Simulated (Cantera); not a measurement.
Charge: 1 mol BN, 35 mol Cl₂, 0.7 mol H₂, held at 1425 °C and 4.90 mbar.

Cantera equilibrium calculation (NASA polynomials, part measured and part estimated; ideal gas, pure solids and liquids). Candidate condensed phases: B, BN, NH₄Cl; 21 gas species. Equilibrium is a limit: real reactors are often held back by kinetics, nucleation or transport.

**Question.** What is the equilibrium state?

**Answer.** 
```
Item                                 Value
-------------------------------  ---------
x(Cl)                                0.855
x(Cl₂)                              0.0989
x(HCl)                              0.0225
x(BCl₃)                             0.0160
x(N₂)                              0.00802
x(BCl₂)                            5.55e-6
gas amount                       62.34 mol
log10 activity of B(s) (absent)      -8.87
```
